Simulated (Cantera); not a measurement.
Cantera run:

```python
import numpy as np
import cantera as ct

gas_names = [...]  # 110 gases of nasa_gas.yaml made of C, H, O
cond_names = """
    C(gr) C6H6(L) C7H8(L) C8H18(L),n-octa H2O(s) H2O(L)
""".split()


# ... load() reads the species with a 1 bar reference pressure and builds the phases ...
atoms = {
    'C6H6': {'C': 6, 'H': 6},
    'CO2': {'C': 1, 'O': 2},
}
top_T = {'C(gr)': 4500}  # K; cautious upper limits of use, not melting points


# ... equilibrate(T, P, feed) seeds the gas with the atoms and calls Mixture.equilibrate('TP', solver="vcs", rtol=1e-11, max_steps=5000) ...
results = []
feed = {'C6H6': 1, 'CO2': 0.25}  # mol
P = 47  # Pa
for T in [1423, 1523, 1623, 1723, 1823, 1923, 2023, 2123, 2223]:
    mix = equilibrate(T, P, feed)
    results.append((T, P, feed, dict(zip(mix.species_names, mix.species_moles))))
    x = sorted(zip(gas.X, gas.species_names), reverse=True)
    print(f"T = {T:g} K  P = {P:g} Pa  gas = {mix.phase_moles(0):.4g} mol")
    print("   x: " + "  ".join(f"{s} {v:.3e}" for v, s in x if v > 0.001))
    print("   condensed (mol): " + ("  ".join(f"{mix.phase(i).name} {mix.phase_moles(i):.4g}"
          for i in range(1, mix.n_phases) if mix.phase_moles(i) > 1e-12) or "none"))
```

Result:

```
T = 1423 K  P = 47 Pa  gas = 3.5 mol
   x: H2 8.569e-01  CO 1.428e-01
   condensed (mol): C(gr) 5.75
T = 1523 K  P = 47 Pa  gas = 3.502 mol
   x: H2 8.562e-01  CO 1.428e-01
   condensed (mol): C(gr) 5.75
T = 1623 K  P = 47 Pa  gas = 3.505 mol
   x: H2 8.544e-01  CO 1.426e-01  H 2.947e-03
   condensed (mol): C(gr) 5.75
T = 1723 K  P = 47 Pa  gas = 3.514 mol
   x: H2 8.499e-01  CO 1.423e-01  H 7.755e-03
   condensed (mol): C(gr) 5.749
T = 1823 K  P = 47 Pa  gas = 3.532 mol
   x: H2 8.400e-01  CO 1.415e-01  H 1.832e-02
   condensed (mol): C(gr) 5.749
T = 1923 K  P = 47 Pa  gas = 3.57 mol
   x: H2 8.202e-01  CO 1.400e-01  H 3.935e-02
   condensed (mol): C(gr) 5.747
T = 2023 K  P = 47 Pa  gas = 3.641 mol
   x: H2 7.844e-01  CO 1.373e-01  H 7.758e-02
   condensed (mol): C(gr) 5.745
T = 2123 K  P = 47 Pa  gas = 3.765 mol
   x: H2 7.251e-01  H 1.409e-01  CO 1.328e-01  C2H2,acetylene 1.201e-03
   condensed (mol): C(gr) 5.741
T = 2223 K  P = 47 Pa  gas = 3.968 mol
   x: H2 6.364e-01  H 2.357e-01  CO 1.260e-01  C2H2,acetylene 1.847e-03
   condensed (mol): C(gr) 5.735
```

Equilibrium computed with Cantera from the NASA thermochemical tables; the gas is ideal and each condensed phase is pure.
